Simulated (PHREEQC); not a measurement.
Spent oxide etchant (model solution)

Dissolve 0.034 mol/kgw NH4HF2, 0.012 mol/kgw (NH4)2SiF6, 0.00018 mol/kgw H3BO3 and 0.00016 mol/kgw H2SO4 at 25 °C. It is in equilibrium with CO2 at log p = -1 (atm). Otherwise closed; pH follows from the charge balance.

Computed with PHREEQC (ion-association model, wateq4f.dat).

Each row changes one thing in this solution. No solid was allowed to form.

| case | pH | ionic strength (mol/kgw) | F- (mol/kgw) | HF (mol/kgw) | HF2- (mol/kgw) | H2F2 (mol/kgw) |
|---|---|---|---|---|---|---|
| as made | 3.14 | 0.0709 | 0.0312 | 0.0261 | 0.00318 | 0.00181 |
| H3BO3 from 0.00018 to 1.8e-05 mol/kgw | 3.14 | 0.0709 | 0.0313 | 0.0265 | 0.00323 | 0.00185 |
| H3BO3 left out | 3.14 | 0.0709 | 0.0313 | 0.0265 | 0.00324 | 0.00186 |
| (NH4)2SiF6 from 0.012 to 0.006 mol/kgw | 3.15 | 0.0529 | 0.0312 | 0.0262 | 0.00317 | 0.00181 |
| (NH4)2SiF6 replaced by HF at the same molality | 3.04 | 0.0352 | 0.0305 | 0.0344 | 0.00406 | 0.00312 |
| diluted 2-fold with water | 3.16 | 0.0358 | 0.0166 | 0.0141 | 0.000910 | 0.000525 |
| NH4HF2 left out | 3.10 | 0.0364 | 0.00186 | 0.00184 | 1.32e-5 | 8.86e-6 |

Some of these states are supersaturated (in Quartz (slow to form), Chalcedony (slow to form), for instance). SiF6-2 is the database's only silicon fluoride. Real BF4- forms and hydrolyses slowly; the run takes it at equilibrium.
